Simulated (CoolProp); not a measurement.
Diethyl ether along the isotherm 274.85 °C: density (kg/m³) from the reference equation and from simpler models built on Tc = 194.7 °C, pc = 3.717 MPa, ω = 0.282; each cubic takes its own stable root.

Model: reference Helmholtz-energy equation of state, Thol 2014, in CoolProp.

```csv
p (MPa),phase,reference,Redlich-Kwong,Peng-Robinson
0.0176,gas,0.2866,0.2866,0.2866
0.0334,gas,0.5443,0.5444,0.5444
0.0634,gas,1.035,1.035,1.035
0.12,gas,1.964,1.966,1.966
0.228,gas,3.753,3.759,3.761
0.432,gas,7.190,7.209,7.217
0.818,gas,13.91,13.98,14.01
1.55,gas,27.55,27.79,27.87
2.94,gas,57.58,58.54,58.48
5.58,supercritical,138.2,143.8,137.6
```
